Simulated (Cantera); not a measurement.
Cantera run, input and output.

```python
import numpy as np
import cantera as ct

gas = ct.Solution("h2o2.yaml")


def delay(T, t_max=10):
    gas.TPX = T, 100000, {'H2': 1, 'O2': 0.455, 'N2': 1.71, 'H2O': 0.075}
    reactor = ct.IdealGasConstPressureReactor(gas, clone=False)
    net = ct.ReactorNet([reactor])
    net.rtol, net.atol = 1e-8, 1e-16
    while net.time < t_max:
        t_old, T_old = net.time, reactor.T
        net.step()
        if reactor.T > T + 400:  # ignition: a rise of 400 K
            return t_old + (T + 400 - T_old) / (reactor.T - T_old) * (net.time - t_old)
    return np.nan


taus = []
for T in [1175, 1250, 1325, 1400, 1475, 1550, 1625, 1700, 1775]:
    taus.append(delay(T))
    print(f"T0 = {T:6g} K   tau = {taus[-1]:.4e} s")
```

Output:

```
T0 =   1175 K   tau = 5.7231e-05 s
T0 =   1250 K   tau = 3.8577e-05 s
T0 =   1325 K   tau = 2.8546e-05 s
T0 =   1400 K   tau = 2.2731e-05 s
T0 =   1475 K   tau = 1.9275e-05 s
T0 =   1550 K   tau = 1.7274e-05 s
T0 =   1625 K   tau = 1.6241e-05 s
T0 =   1700 K   tau = 1.5898e-05 s
T0 =   1775 K   tau = 1.6077e-05 s
```

Model: the H2/O2 subset of GRI-Mech 3.0, which has no nitrogen chemistry, integrated in Cantera. Where the delays flatten at high temperature, the 400 K rule measures the pace of heat release, not the induction time.
